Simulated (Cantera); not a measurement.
Input (Python, Cantera) and output of one run.

```python
import numpy as np
import cantera as ct

gas_names = [...]  # 92 gases of nasa_gas.yaml made of C, H, N
cond_names = """
    C(gr) C6H6(L) C7H8(L) C8H18(L),n-octa
""".split()


# ... load() reads the species with a 1 bar reference pressure and builds the phases ...
atoms = {
    'C3H8': {'C': 3, 'H': 8},
    'NH3': {'N': 1, 'H': 3},
    'H2': {'H': 2},
}
top_T = {'C(gr)': 4500}  # K; cautious upper limits of use, not melting points


# ... equilibrate(T, P, feed) seeds the gas with the atoms and calls Mixture.equilibrate('TP', solver="vcs", rtol=1e-11, max_steps=5000) ...
results = []
T = 598  # K
P = 290000  # Pa
for m in [0.076, 0.21, 0.35, 0.49, 0.63, 0.76, 0.9, 1, 1.2, 1.3, 1.5, 1.6]:
    feed = {'C3H8': 1, 'NH3': m, 'H2': 9.6}  # mol
    mix = equilibrate(T, P, feed)
    results.append((T, P, feed, dict(zip(mix.species_names, mix.species_moles))))
    x = sorted(zip(gas.X, gas.species_names), reverse=True)
    print(f"T = {T:g} K  P = {P:g} Pa  n(NH3) = {m:g} mol  gas = {mix.phase_moles(0):.4g} mol")
    print("   x: " + "  ".join(f"{s} {v:.3e}" for v, s in x if v > 0.0001))
    print("   condensed (mol): " + ("  ".join(f"{mix.phase(i).name} {mix.phase_moles(i):.4g}"
          for i in range(1, mix.n_phases) if mix.phase_moles(i) > 1e-12) or "none"))
```

Output:

```
T = 598 K  P = 290000 Pa  n(NH3) = 0.076 mol  gas = 10.72 mol
   x: H2 7.149e-01  CH4 2.799e-01  NH3 3.291e-03  N2 1.900e-03
   condensed (mol): none
T = 598 K  P = 290000 Pa  n(NH3) = 0.21 mol  gas = 10.95 mol
   x: H2 7.135e-01  CH4 2.739e-01  N2 6.542e-03  NH3 6.088e-03
   condensed (mol): none
T = 598 K  P = 290000 Pa  n(NH3) = 0.35 mol  gas = 11.21 mol
   x: H2 7.127e-01  CH4 2.676e-01  N2 1.157e-02  NH3 8.084e-03
   condensed (mol): none
T = 598 K  P = 290000 Pa  n(NH3) = 0.49 mol  gas = 11.47 mol
   x: H2 7.122e-01  CH4 2.616e-01  N2 1.653e-02  NH3 9.654e-03
   condensed (mol): none
T = 598 K  P = 290000 Pa  n(NH3) = 0.63 mol  gas = 11.73 mol
   x: H2 7.119e-01  CH4 2.557e-01  N2 2.137e-02  NH3 1.097e-02
   condensed (mol): none
T = 598 K  P = 290000 Pa  n(NH3) = 0.76 mol  gas = 11.98 mol
   x: H2 7.118e-01  CH4 2.505e-01  N2 2.572e-02  NH3 1.203e-02
   condensed (mol): none
T = 598 K  P = 290000 Pa  n(NH3) = 0.9 mol  gas = 12.24 mol
   x: H2 7.116e-01  CH4 2.451e-01  N2 3.024e-02  NH3 1.304e-02
   condensed (mol): none
T = 598 K  P = 290000 Pa  n(NH3) = 1 mol  gas = 12.43 mol
   x: H2 7.116e-01  CH4 2.414e-01  N2 3.338e-02  NH3 1.370e-02
   condensed (mol): none
T = 598 K  P = 290000 Pa  n(NH3) = 1.2 mol  gas = 12.81 mol
   x: H2 7.115e-01  CH4 2.342e-01  N2 3.940e-02  NH3 1.488e-02
   condensed (mol): none
T = 598 K  P = 290000 Pa  n(NH3) = 1.3 mol  gas = 13 mol
   x: H2 7.115e-01  CH4 2.308e-01  N2 4.229e-02  NH3 1.542e-02
   condensed (mol): none
T = 598 K  P = 290000 Pa  n(NH3) = 1.5 mol  gas = 13.38 mol
   x: H2 7.115e-01  CH4 2.242e-01  N2 4.785e-02  NH3 1.640e-02
   condensed (mol): none
T = 598 K  P = 290000 Pa  n(NH3) = 1.6 mol  gas = 13.57 mol
   x: H2 7.116e-01  CH4 2.211e-01  N2 5.052e-02  NH3 1.685e-02
   condensed (mol): none
```

Cantera equilibrium calculation (NASA polynomials, part measured and part estimated; ideal gas, pure solids and liquids).
